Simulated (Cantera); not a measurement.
Input (Python, Cantera) and output of one run.

```python
import numpy as np
import cantera as ct

gas_names = """
    O2 CL2
""".split()
cond_names = """
    Ca(L) CaCL2(L) CaO(s)
""".split()


# ... load() reads the species with a 1 bar reference pressure and builds the phases ...
species = {s.name: s for s in load("nasa_gas.yaml", gas_names) + load("nasa_condensed.yaml", cond_names)}
T = 1900
g = {n: (s.thermo.h(T) - T * s.thermo.s(T)) / (ct.gas_constant * T * np.log(10)) for n, s in species.items()}
valid = cond_names  # the entries whose range holds T


def stable(la, lb):
    # potentials (over RT ln 10) of the two non-metals from log10 p(O2) and log10 p(CL2) in bar
    mu = {}
    mu["O"] = (g["O2"] + la) / 2
    mu["Cl"] = (g["CL2"] + lb) / 2
    cost = {}
    for n in valid:
        c = species[n].composition
        cost[n] = (g[n] - sum(c.get(e, 0) * m for e, m in mu.items())) / c["Ca"]
    return min(cost, key=cost.get)


results = []
for lb in [0, -0.8, -1.6, -2.3, -3.1, -3.9, -4.7, -5.4, -6.2, -7]:
    row = [stable(la, lb) for la in [-21, -19.8, -18.5, -17.3, -16.1, -14.8, -13.6, -12.4, -11.1, -9.9, -8.6, -7.4, -6.2, -4.9, -3.7, -2.5, -1.2, 0]]
    results.append(row)
    print(f"{lb:6.1f}  " + " ".join(f"{valid.index(n):x}" for n in row))
print("key: " + ", ".join(f"{i:x} {n}" for i, n in enumerate(valid)))
```

Output:

```
   0.0  1 1 1 1 1 1 1 1 1 1 1 1 1 1 1 1 1 1
  -0.8  1 1 1 1 1 1 1 1 1 1 1 1 1 1 1 1 1 1
  -1.6  1 1 1 1 1 1 1 1 1 1 1 1 1 1 1 1 1 1
  -2.3  1 1 1 1 1 1 1 1 1 1 1 1 1 1 1 1 1 1
  -3.1  1 1 1 1 1 1 1 1 1 1 1 1 1 1 1 1 1 2
  -3.9  1 1 1 1 1 1 1 1 1 1 1 1 1 1 1 1 2 2
  -4.7  1 1 1 1 1 1 1 1 1 1 1 1 1 1 2 2 2 2
  -5.4  1 1 1 1 1 1 1 1 1 1 1 1 1 2 2 2 2 2
  -6.2  1 1 1 1 1 1 1 1 1 1 1 1 2 2 2 2 2 2
  -7.0  1 1 1 1 1 1 1 1 1 1 1 2 2 2 2 2 2 2
key: 0 Ca(L), 1 CaCL2(L), 2 CaO(s)
```

Standard-state values (1 bar) from the NASA 1993 polynomials, evaluated with Cantera. Not in the tables: oxide halides.
